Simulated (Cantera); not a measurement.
Charge: 1 mol PbO, 0.73 mol CO, 0.22 mol H₂, equilibrated at 1325 °C.

Cantera equilibrium calculation (NASA polynomials, part measured and part estimated; ideal gas, pure solids and liquids). Candidate condensed phases: C, C₆H₆, C₇H₈, C₈H₁₈, H₂O, Pb, PbO, PbO₂, Pb₃O₄; 113 gas species. Each liquid is taken as pure. Mutual solubility and eutectic melting of coexisting phases are not modelled. Gases not in the tables: (PbO)n polymers. Rates play no part.

Which condensed phases are stable at each of these points (P (Pa)): 10, 36, 130, 460, 1700, 6000, 22000, 77000, 280000, 1000000?


| P (Pa) | condensed phases | Pb condensed (%) |
|---|---|---|
| 10 | gas only | 0.0 |
| 36 | gas only | 0.0 |
| 130 | gas only | 0.0 |
| 460 | gas only | 0.0 |
| 1700 | gas only | 0.0 |
| 6000 | gas only | 0.0 |
| 22000 | Pb(l) | 56.3 |
| 77000 | Pb(l) + PbO(l) | 87.7 |
| 280000 | Pb(l) + PbO(l) | 96.9 |
| 1000000 | Pb(l) + PbO(l) | 99.2 |

From 0.0750 Torr to 45.0 Torr nothing is condensed. At 165 Torr the condensed part is Pb(l). From 578 Torr to 7500 Torr the condensed part is Pb(l) + PbO(l).
